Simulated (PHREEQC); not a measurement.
Dissolve 0.21 mol/kgw MgCl2, 0.00015 mol/kgw Na2SO4 and 0.013 mol/kgw KCl at 25 °C. Closed to the air; pH follows from the charge balance.

All values are PHREEQC results (Pitzer model, pitzer.dat), not measurements.

| quantity | before | after |
|---|---|---|
| MgOH+ (mol/kgw) | 3.01e-7 | 1.18e-7 |
| HSO4- (mol/kgw) | 4.75e-10 | 1.21e-10 |
| SI of Sylvite (KCl) | -3.51 | -3.25 |
| SI of Epsomite (MgSO4:7H2O) | -4.39 | -4.16 |

### Question
Which change was made?
(A) MgCl2 from 0.21 to 1.05 mol/kgw
(B) temperature from 25 to 5 °C
(C) diluted 5-fold with water

### Answer
B, temperature from 25 to 5 °C

This is a speciation only: nothing precipitates in the calculation. Away from 25 °C the constants follow the database's enthalpies or fits; those with neither stay at their 25 °C values.
